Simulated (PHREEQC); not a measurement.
0.5 mol of Jarosite-K (KFe3(SO4)2(OH)6) is brought to equilibrium with 1 kg of water, with rising amounts of BaCl2, at 25 °C. Oxygen is held at 0.21 atm. No CO2 enters from the air. Names ending in (a), (am) or -a are amorphous solids. Only these solids could form: Jarosite-K, Barite, Fe(OH)3(a).

Model: ion-association model, wateq4f.dat, run in PHREEQC.

```json
[
 {"BaCl2 added (mol)": "0", "pH": "3.89", "dissolved Fe (mol/kgw)": "3.12e-5", "dissolved S (mol/kgw)": "0.000116"},
 {"BaCl2 added (mol)": "0.00417", "pH": "2.90", "dissolved Fe (mol/kgw)": "0.00214", "dissolved S (mol/kgw)": "2.26e-6"},
 {"BaCl2 added (mol)": "0.00625", "pH": "[?]", "dissolved Fe (mol/kgw)": "[?]", "dissolved S (mol/kgw)": "2.03e-6"},
 {"BaCl2 added (mol)": "0.00833", "pH": "[?]", "dissolved Fe (mol/kgw)": "0.00460", "dissolved S (mol/kgw)": "1.90e-6"},
 {"BaCl2 added (mol)": "0.0125", "pH": "[?]", "dissolved Fe (mol/kgw)": "0.00722", "dissolved S (mol/kgw)": "1.73e-6"},
 {"BaCl2 added (mol)": "0.0167", "pH": "2.78", "dissolved Fe (mol/kgw)": "[?]", "dissolved S (mol/kgw)": "1.61e-6"},
 {"BaCl2 added (mol)": "0.0187", "pH": "2.78", "dissolved Fe (mol/kgw)": "0.0114", "dissolved S (mol/kgw)": "[?]"},
 {"BaCl2 added (mol)": "0.0208", "pH": "2.77", "dissolved Fe (mol/kgw)": "0.0128", "dissolved S (mol/kgw)": "1.53e-6"},
 {"BaCl2 added (mol)": "0.025", "pH": "2.77", "dissolved Fe (mol/kgw)": "0.0158", "dissolved S (mol/kgw)": "1.46e-6"}
]
```

Q: Complete the blanks.

A: 
- 0.00625, pH: 2.85
- 0.00625, dissolved Fe (mol/kgw): 0.00335
- 0.00833, pH: 2.82
- 0.0125, pH: 2.79
- 0.0167, dissolved Fe (mol/kgw): 0.0100
- 0.0187, dissolved S (mol/kgw): 1.57e-6
